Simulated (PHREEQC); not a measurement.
Solution (81 °C): 0.0038 mol Cu(BF4)2, 0.042 mol HBF4 and 0.0034 mol Na2SO4 per kg of water. Closed to the air; pH follows from the charge balance.

All values are PHREEQC results (ion-association model, wateq4f.dat), not measurements.

Q: The ionic strength comes out as 0.0518 mol/kgw. What activity coefficients do Na+, HSO4-, BF3OH-, SO4-2, HF2- get?

A: Na+ 0.80, HSO4- 0.80, BF3OH- 0.78, SO4-2 0.42, HF2- 0.79.

Precipitation was switched off in this run. Complexes and solids missing from the database can't appear. At this temperature some constants are extrapolated from 25 °C, and those without enthalpy data are left unchanged. Real BF4- forms and hydrolyses slowly; the run takes it at equilibrium.
